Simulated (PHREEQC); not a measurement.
Consider water at 20 °C with 0.00011 mol/kgw CaSO4, 0.0001 mol/kgw NaF and 5.8e-05 mol/kgw NaCl. It is in equilibrium with CO2 at log p = -1 (atm). Otherwise closed; pH follows from the charge balance.

Model: ion-association model, wateq4f.dat, run in PHREEQC.

```json
[
 {"quantity": "pH", "before": "4.42", "after": "4.39"},
 {"quantity": "ionic strength (mol/kgw)", "before": "0.000629", "after": "4.66e-5"},
 {"quantity": "HCO3- (mol/kgw)", "before": "4.41e-5", "after": "4.07e-5"},
 {"quantity": "HF (mol/kgw)", "before": "4.81e-6", "after": "5.20e-8"},
 {"quantity": "SI of Nahcolite (NaHCO3)", "before": "-7.59", "after": "-9.60"},
 {"quantity": "SI of Halite (NaCl)", "before": "-9.63", "after": "-13.62"}
]
```

### Question
What was changed between the two runs?
A. temperature from 20 to 45 °C
B. NaF from 0.0001 to 5e-05 mol/kgw
C. diluted 100-fold with water
D. NaF from 0.0001 to 2e-05 mol/kgw
E. CaSO4 left out

### Answer
C, diluted 100-fold with water

Precipitation was switched off in this run.
